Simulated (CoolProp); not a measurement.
Saturated liquid density (kg/m³) of normal hydrogen: the reference equation beside estimates from Tc = 33.1 K, pc = 1.296 MPa, ω = -0.219. Rackett uses Z = 0.29056 − 0.08775 ω.

The numbers come from the reference Helmholtz-energy equation of state, Leachman 2009 in CoolProp.

```
T (K)  reference  Rackett  van der Waals  Soave-Redlich-Kwong  Peng-Robinson
-----  ---------  -------  -------------  -------------------  -------------
25.9       63.25    65.39          49.94                65.50          73.76
26.6       62.04    63.98          48.72                63.51          71.49
27.2       60.93    62.72          47.62                61.72          69.44
27.8       59.75    61.38          46.46                59.85          67.29
28.5       58.27    59.73          45.01                57.54          64.63
29.1       56.88    58.20          43.68                55.43          62.19
29.7       55.36    56.55          42.24                53.18          59.58
30.4       53.36    54.41          40.39                50.31          56.25
31         51.38    52.32          38.60                47.59          53.07
31.6       49.01    49.87          36.55                44.49          49.46
32.2       45.95    46.78          34.05                40.79          45.14
```

Absolute difference from the reference over all 11 rows, mean and median: Rackett 2.4 and 2.3 %, van der Waals 23.3 and 23.2 %, Soave-Redlich-Kwong 4.4 and 3.6 %, Peng-Robinson 8.9 and 9.3 %.
